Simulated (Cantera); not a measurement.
An adiabatic, constant-volume homogeneous reactor starts with CH4 : C2H6 : O2 : N2 = 1 : 0.083 : 1.64 : 6.15 (molar parts), equivalence ratio 1.4, at 1150 K and 0.740 bar.

Computed with Cantera and GRI-Mech 3.0 (53 species, 325 reactions).

Question: Predict: time of steepest temperature rise; temperature at 7.00 s; equilibrium temperature; x(O2) at 7.00 s; x(HO2) at 7.00 s.

Answer: 
```
Property                                                             Value
---------------------------------  ---------------------------------------
time of steepest temperature rise                                  18.0 ms
temperature at 7.00 s                                               2799 K
equilibrium temperature                                             2799 K
x(O2) at 7.00 s                    0.00199 (gas-phase equilibrium 0.00199)
x(HO2) at 7.00 s                   1.31e-6 (gas-phase equilibrium 1.31e-6)
```
